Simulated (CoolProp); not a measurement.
Vapour-liquid equilibrium of carbon dioxide (1) + hydrogen sulfide (2) at -29.15 °C; x and y are mole fractions of (1).

Model: multi-fluid Helmholtz-energy mixture model, Span 1996 and Lemmon 2006; pair parameters Kunz 2012, in CoolProp.

| x | bubble pressure, mixture model (kPa) | bubble pressure, Raoult's law (kPa) | y, mixture model | y, Raoult's law |
|---|---|---|---|---|
| 0.05 | 531.8 | 447.0 | 0.282 | 0.164 |
| 0.2 | 849.7 | 608.4 | 0.592 | 0.483 |
| 0.35 | 1050 | 769.8 | 0.701 | 0.668 |
| 0.5 | 1183 | 931.1 | 0.764 | 0.789 |
| 0.65 | 1284 | 1092 | 0.817 | 0.874 |
| 0.8 | 1373 | 1254 | 0.877 | 0.937 |
| 0.95 | 1450 | 1415 | 0.962 | 0.986 |

The largest gap from Raoult's law is +39.7 % in bubble pressure, at x = 0.2. No azeotrope shows between x = 0.05 and 0.95.

The pair parameters rest on a limited set of measurements; away from them the model extrapolates.
